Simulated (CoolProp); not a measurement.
R152A along the isobar 6.68 MPa: density (kg/m³) from the reference equation and from simpler models built on Tc = 386.4 K, pc = 4.517 MPa, ω = 0.275; each cubic takes its own stable root.

Model: reference Helmholtz-energy equation of state, Outcalt 1996, in CoolProp. It is a modified Benedict-Webb-Rubin equation, recast in Helmholtz form.

```
T (K)          phase  reference
-----  -------------  ---------
301.4         liquid      912.5
329.8         liquid      841.5
358.1         liquid      754.5
386.5  supercritical      625.7
414.9  supercritical      318.8
443.3  supercritical      195.0
471.6  supercritical      156.5
500    supercritical      134.9
```

Q: How far does each simpler model (Redlich-Kwong, Soave-Redlich-Kwong) lie from the reference over these 8 states: mean and median of the absolute difference, and the worst?

A: 
- Redlich-Kwong: mean 12.2 %, median 11.4 %, worst -23.2 % at 386.5 K and 6.68 MPa
- Soave-Redlich-Kwong: mean 13.5 %, median 15.6 %, worst -23.2 % at 386.5 K and 6.68 MPa
